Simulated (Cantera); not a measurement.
Carbothermic reduction: SiO₂ + CH₄ + H₂

Feed: 1 mol SiO₂, 0.83 mol CH₄, 6.8 mol H₂, equilibrated at 3450 Torr.

Cantera equilibrium calculation (NASA polynomials, part measured and part estimated; ideal gas, pure solids and liquids). Candidate condensed phases: C, C₆H₆, C₇H₈, C₈H₁₈, H₂O, Si, SiC, SiO₂; 123 gas species. Mutual solubility and eutectic melting of coexisting phases are not modelled. The tables hold silica as quartz up to 1696 K and as liquid above; real silica turns to tridymite and cristobalite and melts near 1996 K. Gases not in the tables: Si(OH)₄, Si₂H₆ and higher silanes. The numbers say what is thermodynamically allowed, not how fast it happens.

```tsv
T (K)	x H₂	x SiO	x CO	x H₂O	n SiC(s)	n SiO₂(condensed)	n SiO₂(l)
1700	0.936	0.000370	0.0593	0.000152	0.265	0.732	0
1750	0.936	0.000945	0.0604	0.000173	0.268	0.723	0
1800	0.935	0.00229	0.0612	0.000195	0.267	0.713	0
1850	0.931	0.00527	0.0622	0.000217	0.259	0.693	0
1900	0.923	0.0115	0.0639	0.000241	0.241	0.654	0
1950	0.908	0.0240	0.0672	0.000265	0.202	0.574	0
2000	0.878	0.0475	0.0731	0.000289	0.124	0	0.418
2050	0.835	0.0820	0.0819	0.000341	0	0	0.169
2100	0.834	0.0825	0.0819	0.000697	0	0	0.164
2150	0.832	0.0832	0.0818	0.00137	0	0	0.156
2200	0.829	0.0843	0.0817	0.00259	0	0	0.143
2250	0.824	0.0862	0.0814	0.00469	0	0	0.121
```
x: gas mole fraction; n: condensed amount in mol.

From 1700 K to 1950 K the condensed part is SiC(s) + SiO₂(condensed). At 2000 K the condensed part is SiC(s) + SiO₂(l). From 2050 K to 2250 K the condensed part is SiO₂(l). The share of Si in condensed phases is highest at 1700 K (99.7 %) and lowest at 2250 K (12.1 %).
